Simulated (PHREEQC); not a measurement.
1 kg of water holding 0.29 mol/kgw Na2CO3, 0.13 mol/kgw NaOH and 0.56 mol/kgw NaCl is evaporated at 25 °C; the solids stay in contact with the brine. CO2 from the air is kept out. Only these solids could form: Halite, Nahcolite, Natron, Trona.

Computed with PHREEQC (Pitzer model, pitzer.dat).

```tsv
water left (kg)	ionic strength	water activity	Halite (mol)	C in solution (mol/kgw)	Na in solution (mol/kgw)
1	1.56	0.966	0	0.290	1.27
0.8219	1.90	0.959	0	0.353	1.55
0.6755	2.31	0.950	0	0.429	1.88
0.5552	2.81	0.939	0	0.522	2.29
0.4563	3.42	0.925	0	0.636	2.78
0.375	4.16	___	0	0.773	3.39
0.3082	5.06	0.883	0	0.941	4.12
0.2533	6.16	0.853	0	1.14	5.01
0.2082	___	0.812	0	1.39	6.10
0.1711	9.12	0.759	0	1.69	7.42
0.1407	10.9	0.697	0.0246	2.06	8.85
0.1156	12.0	0.681	0.174	2.51	9.48
0.09502	13.3	0.660	0.294	3.05	10.3
0.07809	15.0	___	0.390	3.71	11.3
0.06418	17.1	0.593	0.463	4.52	12.6
```

Question: Fill in the missing entries.

Answer: 
- 0.375, water activity: 0.907
- 0.2082, ionic strength: 7.49
- 0.07809, water activity: 0.632

Species that the database lacks are ignored.
